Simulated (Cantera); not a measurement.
A closed system holds: 1 mol SiCl4, 0.15 mol NH3, 58 mol H2, at 1223.15 K and 1330 Pa.

These are equilibrium values from Cantera (NASA tables, ideal gas, pure condensed phases), not measurements of a reactor. Candidate condensed phases: NH4Cl, Si, Si3N4; 28 gas species. Mutual solubility and eutectic melting of coexisting phases are not modelled. The tables' values for SiCl3 are old estimates; treat these amounts as uncertain. Rates play no part.

What is the equilibrium state?


```
Item              Value
-----------  ----------
x(H2)             0.944
x(HCl)           0.0479
x(SiCl2)        0.00590
x(SiCl4)       0.000774
x(SiCl3)       0.000757
x(SiHCl3)      0.000472
x(SiH2Cl2)      3.83e-5
x(N2)           4.32e-6
x(H)            2.54e-6
n(Si(s))      0.410 mol
n(Si3N4(s))  0.0374 mol
gas amount    60.13 mol
```
